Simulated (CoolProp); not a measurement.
Saturation properties of cyclopentane (Tc = 511.7 K, pc = 4.583 MPa, ω = 0.202).

Computed with CoolProp (reference Helmholtz-energy equation of state, Gedanitz 2015).

```json
[
 {"T (K)": "349.3", "p (MPa)": "0.2271", "liquid density (kg/m³)": "686.9", "vapour density (kg/m³)": "5.850", "enthalpy of vaporisation (kJ/kg)": "368.3", "liquid cp (kJ/(kg K))": "2.082", "liquid conductivity (mW/(m K))": "108"},
 {"T (K)": "367", "p (MPa)": "0.3593", "liquid density (kg/m³)": "666.7", "vapour density (kg/m³)": "9.041", "enthalpy of vaporisation (kJ/kg)": "353.0", "liquid cp (kJ/(kg K))": "2.185", "liquid conductivity (mW/(m K))": "102"},
 {"T (K)": "384.8", "p (MPa)": "0.5439", "liquid density (kg/m³)": "645.3", "vapour density (kg/m³)": "13.49", "enthalpy of vaporisation (kJ/kg)": "336.2", "liquid cp (kJ/(kg K))": "2.293", "liquid conductivity (mW/(m K))": "96.2"},
 {"T (K)": "402.5", "p (MPa)": "0.7900", "liquid density (kg/m³)": "622.5", "vapour density (kg/m³)": "19.49", "enthalpy of vaporisation (kJ/kg)": "317.7", "liquid cp (kJ/(kg K))": "2.409", "liquid conductivity (mW/(m K))": "90.6"},
 {"T (K)": "420.2", "p (MPa)": "1.110", "liquid density (kg/m³)": "598.0", "vapour density (kg/m³)": "27.56", "enthalpy of vaporisation (kJ/kg)": "297.1", "liquid cp (kJ/(kg K))": "2.536", "liquid conductivity (mW/(m K))": "85.3"},
 {"T (K)": "438", "p (MPa)": "1.520", "liquid density (kg/m³)": "570.9", "vapour density (kg/m³)": "38.51", "enthalpy of vaporisation (kJ/kg)": "273.5", "liquid cp (kJ/(kg K))": "2.685", "liquid conductivity (mW/(m K))": "80.3"},
 {"T (K)": "455.7", "p (MPa)": "2.030", "liquid density (kg/m³)": "540.5", "vapour density (kg/m³)": "53.42", "enthalpy of vaporisation (kJ/kg)": "246.0", "liquid cp (kJ/(kg K))": "2.879", "liquid conductivity (mW/(m K))": "75.7"},
 {"T (K)": "473.4", "p (MPa)": "2.660", "liquid density (kg/m³)": "504.5", "vapour density (kg/m³)": "74.75", "enthalpy of vaporisation (kJ/kg)": "212.4", "liquid cp (kJ/(kg K))": "3.190", "liquid conductivity (mW/(m K))": "71.5"},
 {"T (K)": "491.1", "p (MPa)": "3.434", "liquid density (kg/m³)": "456.6", "vapour density (kg/m³)": "108.7", "enthalpy of vaporisation (kJ/kg)": "166.7", "liquid cp (kJ/(kg K))": "3.955", "liquid conductivity (mW/(m K))": "68.3"}
]
```

It boils at 322.4 K under 1 atm.

Thermal conductivity comes from a separate model (Vassiliou 2015).
